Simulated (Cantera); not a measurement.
Input: 1 mol TiCl4, 3.7 mol O2, 55 mol H2, equilibrated at 14.0 Pa.

Equilibrium computed with Cantera from the NASA thermochemical tables; the gas is ideal and each condensed phase is pure. Candidate condensed phases: H2O, Ti, TiCl2, TiCl3, TiCl4, TiO, TiO2, Ti2O3, Ti3O5, Ti4O7; 23 gas species. Condensed phases not in the tables: Magnéli phases beyond Ti4O7. Equilibrium is a limit: real reactors are often held back by kinetics, nucleation or transport.

Question: At 1627 °C, list the 7 most abundant gas species with their mole fractions, and the condensed phases.

Answer: H2 0.777, H2O 0.0953, HCl 0.0642, H 0.0591, Cl 0.00369, OH 0.000596, TiO2 0.000207. Condensed: Ti4O7(s).
